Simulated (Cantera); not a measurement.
A Cantera script and what it prints.

```python
import numpy as np
import cantera as ct

gas_names = """
    H HO2 H2 H2O H2O2 O OH O2 O3 Pb PbO Pb2
""".split()
cond_names = """
    H2O(s) H2O(L) Pb(cr) Pb(L) PbO(rd) PbO(yw) PbO(L) PbO2(s) Pb3O4(s)
""".split()


# ... load() reads the species with a 1 bar reference pressure and builds the phases ...
atoms = {
    'PbO': {'Pb': 1, 'O': 1},
    'H2': {'H': 2},
}
top_T = {'Pb3O4(s)': 820}  # K; cautious upper limits of use, not melting points


# ... equilibrate(T, P, feed) seeds the gas with the atoms and calls Mixture.equilibrate('TP', solver="vcs", rtol=1e-11, max_steps=5000) ...
results = []
T = 1075  # K
P = 61000  # Pa
for m in [0.6, 0.82, 1.1, 1.5, 2.1, 2.8, 3.8, 5.1, 7]:
    feed = {'PbO': 1, 'H2': m}  # mol
    mix = equilibrate(T, P, feed)
    results.append((T, P, feed, dict(zip(mix.species_names, mix.species_moles))))
    x = sorted(zip(gas.X, gas.species_names), reverse=True)
    print(f"T = {T:g} K  P = {P:g} Pa  n(H2) = {m:g} mol  gas = {mix.phase_moles(0):.4g} mol")
    print("   x: " + "  ".join(f"{s} {v:.3e}" for v, s in x if v > 0.001))
    print("   condensed (mol): " + ("  ".join(f"{mix.phase(i).name} {mix.phase_moles(i):.4g}"
          for i in range(1, mix.n_phases) if mix.phase_moles(i) > 1e-12) or "none"))
```

Result:

```
T = 1075 K  P = 61000 Pa  n(H2) = 0.6 mol  gas = 0.6001 mol
   x: H2O 9.997e-01
   condensed (mol): Pb(L) 0.5998  PbO(yw) 0.4001
T = 1075 K  P = 61000 Pa  n(H2) = 0.82 mol  gas = 0.8201 mol
   x: H2O 9.997e-01
   condensed (mol): Pb(L) 0.8197  PbO(yw) 0.1802
T = 1075 K  P = 61000 Pa  n(H2) = 1.1 mol  gas = 1.1 mol
   x: H2O 9.090e-01  H2 9.090e-02
   condensed (mol): Pb(L) 0.9999
T = 1075 K  P = 61000 Pa  n(H2) = 1.5 mol  gas = 1.5 mol
   x: H2O 6.666e-01  H2 3.333e-01
   condensed (mol): Pb(L) 0.9998
T = 1075 K  P = 61000 Pa  n(H2) = 2.1 mol  gas = 2.1 mol
   x: H2 5.237e-01  H2O 4.761e-01
   condensed (mol): Pb(L) 0.9997
T = 1075 K  P = 61000 Pa  n(H2) = 2.8 mol  gas = 2.8 mol
   x: H2 6.428e-01  H2O 3.571e-01
   condensed (mol): Pb(L) 0.9997
T = 1075 K  P = 61000 Pa  n(H2) = 3.8 mol  gas = 3.8 mol
   x: H2 7.368e-01  H2O 2.631e-01
   condensed (mol): Pb(L) 0.9995
T = 1075 K  P = 61000 Pa  n(H2) = 5.1 mol  gas = 5.101 mol
   x: H2 8.038e-01  H2O 1.961e-01
   condensed (mol): Pb(L) 0.9994
T = 1075 K  P = 61000 Pa  n(H2) = 7 mol  gas = 7.001 mol
   x: H2 8.570e-01  H2O 1.428e-01
   condensed (mol): Pb(L) 0.9991
```

Cantera equilibrium calculation (NASA polynomials, part measured and part estimated; ideal gas, pure solids and liquids). Mutual solubility and eutectic melting of coexisting phases are not modelled.
